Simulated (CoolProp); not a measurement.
A simple Rankine cycle with cyclohexane: condensing at 297.15 K, boiler at 0.506 MPa, turbine inlet 423.8 K, turbine efficiency 0.85, pump efficiency 0.8, no recuperator. Each further row changes one setting.

Computed with CoolProp (reference Helmholtz-energy equation of state, Zhou 2014).

```tsv
case	thermal efficiency (%)	net work (kJ/kg)	heat in (kJ/kg)	turbine exit temperature (K)	volume ratio over the turbine
as stated	19.5	113	578	349.0	37.5
turbine inlet 443.8 K	19.3	120	619	370.4	37.3
condensing temperature 289.15 K	20.8	123	593	342.0	53.6
boiler pressure 0.354 MPa	17.9	105	584	357.7	25.8
turbine efficiency 0.75	17.2	99.5	578	357.6	38.4
```
